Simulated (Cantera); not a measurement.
**Ignition delay**

Mixture: 12.5 % CH₄, 25.0 % O₂, 62.5 % N₂, equivalence ratio 1.0, at 16500 Torr, adiabatic and at constant pressure. Ignition delay is the time to a rise of 400 K.

Computed with Cantera and GRI-Mech 3.0 (53 species, 325 reactions). The pressure lies above the range GRI-Mech 3.0 was tuned for (to about 10 atm).

```tsv
T0 (K)	delay (ms)
1225	1.06
1275	0.596
1325	0.348
1375	0.209
1425	0.128
1475	0.0807
```

* **apparent activation energy between 1375 and 1475 K**: 160 kJ/mol
